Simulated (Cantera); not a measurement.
A freely propagating, adiabatic, planar premixed flame of CH4 : O2 : N2 = 1 : 1.54 : 5.78 (molar parts), equivalence ratio 1.3, unburnt at 673 K and 770000 Pa; mixture-averaged transport, grid criteria slope 0.08 and curve 0.16, no radiation.

Detailed kinetics in Cantera: GRI-Mech 3.0 (53 species, 325 reactions). Burning velocities carry a grid error of a few per cent, more on coarse grids.

x: mole fraction of selected species; z is measured from the peak of heat release.

```csv
z (mm),T (K),u (m/s),x CH4,x O2,x HCN,x CO,x CH2O,x H2
-0.274,674,0.558,0.120,0.184,<1e-8,2.50e-5,8.50e-7,0.00335
-0.183,681,0.566,0.118,0.183,3.12e-8,0.000198,8.48e-6,0.00760
-0.137,707,0.590,0.116,0.180,1.76e-7,0.000885,4.68e-5,0.0123
-0.0915,832,0.702,0.105,0.169,1.30e-6,0.00488,0.000323,0.0201
-0.0457,1294,1.11,0.0691,0.123,8.31e-6,0.0239,0.00138,0.0310
-0.0229,1689,1.47,0.0374,0.0776,1.75e-5,0.0439,0.00124,0.0367
0,2046,1.79,0.0105,0.0321,3.34e-5,0.0633,0.000456,0.0401
0.0229,2216,1.95,0.00166,0.00923,4.73e-5,0.0690,0.000121,0.0402
0.0457,2268,1.99,0.000271,0.00251,4.31e-5,0.0673,2.61e-5,0.0403
0.0915,2296,2.01,1.59e-5,0.000348,2.45e-5,0.0644,1.52e-6,0.0412
0.183,2313,2.02,…,…,…,0.0634,…,0.0418
0.366,2324,2.03,…,…,…,0.0635,<1e-8,0.0420
0.732,2329,2.03,<1e-8,1.89e-5,6.90e-7,0.0635,<1e-8,0.0420
```

Q: What belongs in the gaps?

A: 
- 0.183, x CH4: 4.73e-7
- 0.183, x O2: 8.59e-5
- 0.183, x HCN: 9.33e-6
- 0.183, x CH2O: 4.14e-8
- 0.366, x CH4: 1.38e-8
- 0.366, x O2: 3.43e-5
- 0.366, x HCN: 2.79e-6
